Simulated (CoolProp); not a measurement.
Computed with CoolProp (reference Helmholtz-energy equation of state, Lemmon 2005). It is a short technical equation, of lower accuracy than the large ones.

Task: Give the vapour pressure (MPa), vapour density (kg/m³), liquid cp (kJ/(kg K)), surface tension (mN/m) of saturated 1-butene at 250.4, 267.6, 319.1 K.

Result: 
```json
[
 {"T (K)": "250.4", "p (MPa)": "0.0508", "vapour density (kg/m³)": "1.41", "liquid cp (kJ/(kg K))": "2.11", "surface tension (mN/m)": "18.1"},
 {"T (K)": "267.6", "p (MPa)": "0.104", "vapour density (kg/m³)": "2.75", "liquid cp (kJ/(kg K))": "2.17", "surface tension (mN/m)": "15.9"},
 {"T (K)": "319.1", "p (MPa)": "0.536", "vapour density (kg/m³)": "13.0", "liquid cp (kJ/(kg K))": "2.43", "surface tension (mN/m)": "9.46"}
]
```

Surface tension comes from a separate correlation (Mulero 2012).
